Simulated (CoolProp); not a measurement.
A single-stage vapour-compression cycle with the fluid: evaporating at 310.15 K (dew point), condensing at 330.15 K (bubble point), superheat 10 K, subcooling 0 K, compressor efficiency 0.85, no pressure losses. The same conditions are run with several fluids, on thermodynamics alone (safety and materials aside).

Values from CoolProp's reference Helmholtz-energy equation of state of each fluid (R142b: Lemmon 2006; n-perfluorohexane: Gao 2022; hydrogen sulfide: Lemmon 2006; R125: Lemmon 2005; 1,2-dichloroethane: Thol 2015; n-hexane: Thol 2019).

Problem. Rank R142b, n-perfluorohexane, hydrogen sulfide, R125, 1,2-dichloroethane, n-hexane by cooling COP, highest first.

Solution. 1,2-dichloroethane (12.5), n-hexane (12.4), R142b (11.9), n-perfluorohexane (11.7), hydrogen sulfide (10.7), R125 (8.80)

| fluid | pressure ratio | discharge temperature (K) | refrigerating effect (kJ/kg) | volumetric capacity (kJ/m³) |
|---|---|---|---|---|
| R142b | 1.69 | 342.0 | 176 | 3560 |
| n-perfluorohexane | 2.08 | 330.2 | 76.8 | 489 |
| hydrogen sulfide | 1.53 | 361.5 | 355 | 15100 |
| R125 | 1.59 | 342.6 | 74.6 | 8660 |
| 1,2-dichloroethane | 2.25 | 351.4 | 331 | 225 |
| n-hexane | 2.08 | 336.0 | 328 | 359 |

The compression ends wet for: n-perfluorohexane.
